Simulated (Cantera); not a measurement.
# Reactions in the system Cl-H-O-Sr

Cantera with NASA thermochemical tables; ideal gases at 1 bar, condensed phases pure. Values are per mole of reaction as written; species without (g) are pure solids or liquids, kept so even where they would boil at 1 bar.

H₂(g) + 2 SrCl₂ + 2 OH(g) = 2 SrO + 4 HCl(g)

| T (K) | ΔH° (kJ) | ΔS° (J/K) | ΔG° (kJ) | log10 K | condensed phases |
|---|---|---|---|---|---|
| 300 | 25.6 | 130.7 | -13.6 | 2.36 | SrCl₂(s), SrO(s) |
| 775 | 9.7 | 99.0 | -67.1 | 4.52 | SrCl₂(s), SrO(s) |
| 975 | 0.1 | 88.2 | -85.9 | 4.60 | SrCl₂(s), SrO(s) |
| 1175 | -61.8 | 31.5 | -98.9 | 4.40 | SrCl₂(l), SrO(s) |
| 1375 | -73.1 | 22.7 | -104.3 | 3.96 | SrCl₂(l), SrO(s) |
| 1575 | -83.5 | 15.6 | -108.1 | 3.58 | SrCl₂(l), SrO(s) |
| 1775 | -93.3 | 9.8 | -110.6 | 3.25 | SrCl₂(l), SrO(s) |
| 1975 | -102.4 | 4.9 | -112.1 | 2.96 | SrCl₂(l), SrO(s) |
